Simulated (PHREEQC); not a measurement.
Dissolve 0.0035 mol/kgw Al(NO3)3 at 75 °C. Closed to the air; pH follows from the charge balance.

Model: ion-association model, phreeqc.dat, run in PHREEQC.

**Question.** The ionic strength comes out as 0.0197 mol/kgw. What activity coefficients do H+, AlOH+2, Al+3, NO3-, Al(OH)2+ get?

**Answer.** H+ 0.88, AlOH+2 0.56, Al+3 0.32, NO3- 0.85, Al(OH)2+ 0.86.

No solid was allowed to form. Examples of supersaturated solids here: Gibbsite (slow to form). Others may be too. Complexes and solids missing from the database can't appear. Away from 25 °C the constants follow the database's enthalpies or fits; those with neither stay at their 25 °C values.
